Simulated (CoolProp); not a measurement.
Saturation properties of octamethyltrisiloxane (MDM) (Tc = 292.2 °C, pc = 1438 kPa, ω = 0.528).

The numbers come from the reference Helmholtz-energy equation of state, Thol 2017 in CoolProp.

```json
[
 {"T (°C)": "126.85", "p (kPa)": "49.05", "liquid density (kg/m³)": "706.2", "enthalpy of vaporisation (kJ/kg)": "163.8", "liquid cp (kJ/(kg K))": "2.041", "vapour Z": "0.9560", "surface tension (mN/m)": "8.18"},
 {"T (°C)": "135.75", "p (kPa)": "63.93", "liquid density (kg/m³)": "695.7", "enthalpy of vaporisation (kJ/kg)": "160.0", "liquid cp (kJ/(kg K))": "2.066", "vapour Z": "0.9466", "surface tension (mN/m)": "7.54"},
 {"T (°C)": "144.65", "p (kPa)": "82.15", "liquid density (kg/m³)": "684.9", "enthalpy of vaporisation (kJ/kg)": "156.1", "liquid cp (kJ/(kg K))": "2.090", "vapour Z": "0.9361", "surface tension (mN/m)": "6.91"},
 {"T (°C)": "153.55", "p (kPa)": "104.2", "liquid density (kg/m³)": "673.8", "enthalpy of vaporisation (kJ/kg)": "152.1", "liquid cp (kJ/(kg K))": "2.115", "vapour Z": "0.9241", "surface tension (mN/m)": "6.30"},
 {"T (°C)": "162.35", "p (kPa)": "130.2", "liquid density (kg/m³)": "662.5", "enthalpy of vaporisation (kJ/kg)": "148.0", "liquid cp (kJ/(kg K))": "2.140", "vapour Z": "0.9110", "surface tension (mN/m)": "5.72"},
 {"T (°C)": "171.25", "p (kPa)": "161.4", "liquid density (kg/m³)": "650.8", "enthalpy of vaporisation (kJ/kg)": "143.7", "liquid cp (kJ/(kg K))": "2.167", "vapour Z": "0.8961", "surface tension (mN/m)": "5.15"},
 {"T (°C)": "180.15", "p (kPa)": "198.0", "liquid density (kg/m³)": "638.6", "enthalpy of vaporisation (kJ/kg)": "139.2", "liquid cp (kJ/(kg K))": "2.194", "vapour Z": "0.8797", "surface tension (mN/m)": "4.60"},
 {"T (°C)": "189.05", "p (kPa)": "240.6", "liquid density (kg/m³)": "625.9", "enthalpy of vaporisation (kJ/kg)": "134.6", "liquid cp (kJ/(kg K))": "2.222", "vapour Z": "0.8615", "surface tension (mN/m)": "4.07"},
 {"T (°C)": "197.95", "p (kPa)": "289.8", "liquid density (kg/m³)": "612.7", "enthalpy of vaporisation (kJ/kg)": "129.7", "liquid cp (kJ/(kg K))": "2.252", "vapour Z": "0.8415", "surface tension (mN/m)": "3.56"}
]
```

It boils at 152.5 °C under 1 atm.

Surface tension comes from a separate correlation (Mulero 2014), older than this fluid's equation and unchecked against measurements.
